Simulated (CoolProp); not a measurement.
C3F8 (R218) at several states: Z from the reference equation and from simpler models built on Tc = 71.9 °C, pc = 2.640 MPa, ω = 0.317; each cubic takes its own stable root.

Computed with CoolProp (reference Helmholtz-energy equation of state, Lemmon 2006). It is a short technical equation, of lower accuracy than the large ones.

```csv
T (°C),p (MPa),phase,reference
-93.05,0.0172,liquid,0.001189
-56.65,0.142,liquid,0.008791
148.75,0.195,gas,0.9883
-116.45,0.109,liquid,0.008287
```

Question: How far does each simpler model (van der Waals, Redlich-Kwong, Soave-Redlich-Kwong, Peng-Robinson) lie from the reference over these 4 states: mean and median of the absolute difference, and the worst?

Answer: 
- van der Waals: mean 23515.0 %, median 5389.4 %, worst +83281.0 % at -93.05 °C and 0.0172 MPa
- Redlich-Kwong: mean 7.3 %, median 9.5 %, worst +9.9 % at -56.65 °C and 0.142 MPa
- Soave-Redlich-Kwong: mean 4.7 %, median 5.7 %, worst +7.2 % at -116.45 °C and 0.109 MPa
- Peng-Robinson: mean 4.3 %, median 5.1 %, worst -6.7 % at -56.65 °C and 0.142 MPa

At some of these states van der Waals gives the other phase, because its saturation line lies elsewhere.
